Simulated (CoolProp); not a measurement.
Model: reference Helmholtz-energy equation of state, Pan 2012, in CoolProp.

**Question.** For R236FA, give the phase and the cv (kJ/(kg K)), expansivity (1/kK) at 376.8 K and 16000 kPa; 376.8 K and 27900 kPa; 376.8 K and 31900 kPa.

**Answer.** 
- 376.8 K and 16000 kPa: liquid; cv 0.972, expansivity 2.55
- 376.8 K and 27900 kPa: liquid; cv 0.972, expansivity 1.91
- 376.8 K and 31900 kPa: liquid; cv 0.972, expansivity 1.79
